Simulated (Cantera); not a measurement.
Charge: 1 mol CH3Cl, 0.38 mol F2, equilibrated at 0.00133 bar.

Cantera equilibrium calculation (NASA polynomials, part measured and part estimated; ideal gas, pure solids and liquids). Candidate condensed phases: C, C6H6, C7H8, C8H18; 118 gas species. Kinetics and transport are ignored.

Q: Which condensed phases are stable at each of these points (T (K)): 2273, 2423, 2573, 2723, 2873, 3023, 3173, 3323, 3473?

A: 
| T (K) | condensed phases | C condensed (%) |
|---|---|---|
| 2273 | C(graphite) | 99.5 |
| 2423 | C(graphite) | 99.0 |
| 2573 | C(graphite) | 97.2 |
| 2723 | C(graphite) | 86.5 |
| 2873 | C(graphite) | 14.0 |
| 3023 | gas only | 0.0 |
| 3173 | gas only | 0.0 |
| 3323 | gas only | 0.0 |
| 3473 | gas only | 0.0 |

From 2273 K to 2873 K the condensed part is C(graphite). From 3023 K to 3473 K nothing is condensed.
